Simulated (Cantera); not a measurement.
Charge: 1 mol Ti, 280 mol H2, equilibrated at 0.100 bar.

Equilibrium computed with Cantera from the NASA thermochemical tables; the gas is ideal and each condensed phase is pure. Candidate condensed phases: Ti; 3 gas species. Equilibrium is a limit: real reactors are often held back by kinetics, nucleation or transport. All values below are at 1352 °C.

Base state: H2 1.000, H 0.000223 (mole fractions); condensed: Ti(β).

What changes in the equilibrium state with this change: Ti replaced by Ti(OiPr)4?


| species | before | after |
|---|---|---|
| H2 | 1.000 | 0.986 |
| CO | 0 | 0.0134 |
| H | 0.000223 | 0.000222 |
| CH4 | 0 | 0.000143 |
| C2H2 (acetylene) | 0 | 3.51e-5 |
| Ti(β), mol | 1.000 | 0 |
| C(graphite), mol | 0 | 6.94 |
| TiC(s), mol | 0 | 1.00 |
The feed counts by its element totals alone. TiC: taken at fixed stoichiometry. Further candidate phases: C, C6H6, C7H8, C8H18, H2O, TiC, TiO, TiO2, Ti2O3, Ti3O5, Ti4O7.
